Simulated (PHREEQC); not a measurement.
Dissolve 0.058 mol/kgw ZnCl2 at 63 °C. Closed to the air; pH follows from the charge balance.

Model: ion-association model, phreeqc.dat, run in PHREEQC.

```yaml
pH: 4.83
ionic_strength: 0.140 mol/kgw
density: 0.989 g/cm³
```

```tsv
species	molality	activity	log γ
Cl-	0.0985	0.0715	-0.139
Zn+2	0.0417	0.0130	-0.506
ZnCl+	0.0152	0.0111	-0.137
ZnCl2	0.000920	0.000950	0.014
ZnCl3-	0.000128	9.34e-5	-0.137
H+	1.86e-5	1.49e-5	-0.097
ZnOH+	1.65e-5	1.24e-5	-0.127
ZnCl4-2	1.40e-5	4.37e-6	-0.506
ZnOHCl	2.00e-6	2.07e-6	0.014
```

No solid was allowed to form. Complexes and solids missing from the database can't appear. Constants without temperature data keep their 25 °C values here.
